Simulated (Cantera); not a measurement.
What does this Cantera script print?

```python
import numpy as np
import cantera as ct

gas_names = """
    N NO NO2 NO3 N2 N2O O O2 O3 Pb PbO Pb2
""".split()
cond_names = """
    Pb(cr) Pb(L) PbO(rd) PbO(yw) PbO(L) PbO2(s) Pb3O4(s)
""".split()


def load(file, names, dense=False):
    # The tables refer to 1 bar. Condensed volumes are neglected.
    table = {s.name: s for s in ct.Species.list_from_file(file)}
    out = []
    for n in names:
        d = dict(table[n].input_data)
        d["thermo"] = dict(d["thermo"], **{"reference-pressure": 1e5})
        if dense:
            d["equation-of-state"] = {"model": "constant-volume", "density": "1e6 g/cm^3"}
        out.append(ct.Species.from_dict(d))
    return out


gas = ct.Solution(thermo="ideal-gas", species=load("nasa_gas.yaml", gas_names))
cond = {s.name: ct.Solution(thermo="fixed-stoichiometry", species=[s], name=s.name)
        for s in load("nasa_condensed.yaml", cond_names, dense=True)}
atoms = {
    'PbO': {'Pb': 1, 'O': 1},
    'N2': {'N': 2},
}
top_T = {'Pb3O4(s)': 820}  # K; cautious upper limits of use, not melting points


def equilibrate(T, P, feed):
    n = {}
    for name, mol in feed.items():
        for a, k in atoms[name].items():
            n[a] = n.get(a, 0.0) + k * mol
    gas.TPX = T, P, n
    mass = sum(n.values()) * gas.mean_molecular_weight
    gas.equilibrate("TP")
    valid = [c for c in cond.values() if c.min_temp <= T <= top_T.get(c.name, c.max_temp)]
    mix = ct.Mixture([(gas, mass / gas.mean_molecular_weight)] + [(c, 0.0) for c in valid])
    mix.T, mix.P = T, P
    mix.equilibrate("TP", solver="vcs", rtol=1e-11, max_steps=5000)
    return mix


results = []
feed = {'PbO': 1, 'N2': 0.75}  # mol
P = 23000  # Pa
for T in [650, 750, 850, 950, 1050, 1150, 1250]:
    mix = equilibrate(T, P, feed)
    results.append((T, P, feed, dict(zip(mix.species_names, mix.species_moles))))

top = {s: max(r[3][s] / sum(r[3][g] for g in gas_names) for r in results) for s in gas_names}
cols = sorted((s for s in top if top[s] > 1e-05), key=lambda s: -top[s])[:7]
seen = [c for c in cond_names if any(r[3].get(c, 0) > 1e-12 for r in results)]
print("log10 of partial pressures in bar; condensed amounts in mol")
print(f"{'T/K':>10s}" + "".join(f"{s[:9]:>10s}" for s in cols + seen))
for T, P, feed, n in results:
    ng = sum(n[g] for g in gas_names)
    print(f"{T:10.4g}" + "".join(f"{np.log10(max(n[s] / ng * P / 1e5, 1e-99)):10.3f}" for s in cols)
          + "".join(f"{n.get(c, 0):10.4g}" for c in seen))
```

Output:

```
log10 of partial pressures in bar; condensed amounts in mol
       T/K        N2       PbO        Pb        O2   PbO(rd)   PbO(yw)    PbO(L)
       650    -0.638   -14.406   -14.655   -15.568         1         0         0
       750    -0.638   -11.378   -11.863   -12.408         1         0         0
       850    -0.638    -9.080    -9.688   -10.103         0         1         0
       950    -0.638    -7.278    -7.962    -8.324         0         1         0
      1050    -0.638    -5.830    -6.566    -6.904         0         1         0
      1150    -0.638    -4.643    -5.416    -5.741         0    0.9999         0
      1250    -0.639    -3.738    -4.509    -4.829         0         0    0.9993
```

These are equilibrium values from Cantera (NASA tables, ideal gas, pure condensed phases), not measurements of a reactor. Gases not in the tables: (PbO)n polymers.
